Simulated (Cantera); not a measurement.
# Ignition delay

Mixture: 4.82 % CH4, 0.626 % CO, 19.9 % O2, 74.7 % N2, equivalence ratio 0.50, at 1.00 bar, adiabatic and at constant volume. Ignition delay is the time to a rise of 400 K.

Computed with Cantera and GRI-Mech 3.0 (53 species, 325 reactions).

| T0 (K) | delay (ms) |
|---|---|
| 1123 | 102 |
| 1173 | 47.1 |
| 1223 | 22.7 |
| 1273 | 11.4 |
| 1323 | 5.98 |
| 1373 | 3.29 |
| 1423 | 1.89 |

The apparent activation energy between 1323 and 1423 K is 180 kJ/mol.
